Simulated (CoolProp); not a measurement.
A single-stage vapour-compression cycle with nitrous oxide: evaporating at 195.15 K (dew point), condensing at 220.15 K (bubble point), superheat 2 K, subcooling 0 K, compressor efficiency 0.7, no pressure losses. Each further row changes one setting.

Computed with CoolProp (reference Helmholtz-energy equation of state, Lemmon 2006). It is a short technical equation, of lower accuracy than the large ones.

```
case                              cooling COP  pressure ratio  discharge temperature (K)  refrigerating effect (kJ/kg)  volumetric capacity (kJ/m³)
--------------------------------  -----------  --------------  -------------------------  ----------------------------  ---------------------------
as stated                                4.74            3.15                      282.3                           320                         1630
evaporating temperature 200.15 K         6.24            2.44                      267.9                           323                         2080
condensing temperature 215.15 K          6.09            2.57                      265.9                           329                         1670
subcooling 5 K                           4.87            3.15                      282.3                           329                         1670
superheat 12 K                           4.61            3.15                      295.6                           328                         1580
compressor efficiency 0.6                4.06            3.15                      294.6                           320                         1630
```
